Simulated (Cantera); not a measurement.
Charge: 1 mol trisilylamine, a varied amount of N2, 0.41 mol H2, at 1048 K and 13.3 mbar.

Equilibrium computed with Cantera from the NASA thermochemical tables; the gas is ideal and each condensed phase is pure. Candidate condensed phases: Si, Si3N4; 18 gas species. The feed counts by its element totals alone. Rates play no part.

x: gas mole fraction; n: condensed amount in mol.

```json
[
 {"n(N2) (mol)": "2.4", "x N2": "0.155", "x H2": "0.845", "x NH3": "1.75e-6", "x H": "6.15e-8", "n Si3N4(s)": "1.00"},
 {"n(N2) (mol)": "3.3", "x N2": "0.268", "x H2": "0.732", "x NH3": "1.86e-6", "x H": "5.72e-8", "n Si3N4(s)": "1.00"},
 {"n(N2) (mol)": "4.5", "x N2": "0.379", "x H2": "0.621", "x NH3": "___", "x H": "5.27e-8", "n Si3N4(s)": "1.00"},
 {"n(N2) (mol)": "6.2", "x N2": "0.489", "x H2": "0.511", "x NH3": "___", "x H": "4.78e-8", "n Si3N4(s)": "1.00"},
 {"n(N2) (mol)": "8.5", "x N2": "0.588", "x H2": "0.412", "x NH3": "___", "x H": "4.30e-8", "n Si3N4(s)": "1.00"},
 {"n(N2) (mol)": "12", "x N2": "0.681", "x H2": "0.319", "x NH3": "___", "x H": "3.78e-8", "n Si3N4(s)": "1.00"},
 {"n(N2) (mol)": "16", "x N2": "0.747", "x H2": "0.253", "x NH3": "___", "x H": "3.37e-8", "n Si3N4(s)": "1.00"},
 {"n(N2) (mol)": "22", "x N2": "0.807", "x H2": "0.193", "x NH3": "___", "x H": "2.94e-8", "n Si3N4(s)": "1.00"},
 {"n(N2) (mol)": "30", "x N2": "0.853", "x H2": "0.147", "x NH3": "___", "x H": "2.56e-8", "n Si3N4(s)": "1.00"},
 {"n(N2) (mol)": "41", "x N2": "0.889", "x H2": "0.111", "x NH3": "___", "x H": "2.22e-8", "n Si3N4(s)": "1.00"},
 {"n(N2) (mol)": "56", "x N2": "0.917", "x H2": "0.0826", "x NH3": "___", "x H": "1.92e-8", "n Si3N4(s)": "1.00"},
 {"n(N2) (mol)": "77", "x N2": "0.939", "x H2": "0.0611", "x NH3": "___", "x H": "1.65e-8", "n Si3N4(s)": "1.00"}
]
```

**Question.** What belongs in the gaps?

**Answer.** 
- 4.5, x NH3: 1.72e-6
- 6.2, x NH3: 1.46e-6
- 8.5, x NH3: 1.16e-6
- 12, x NH3: 8.50e-7
- 16, x NH3: 6.29e-7
- 22, x NH3: 4.37e-7
- 30, x NH3: 2.98e-7
- 41, x NH3: 1.98e-7
- 56, x NH3: 1.30e-7
- 77, x NH3: 8.37e-8
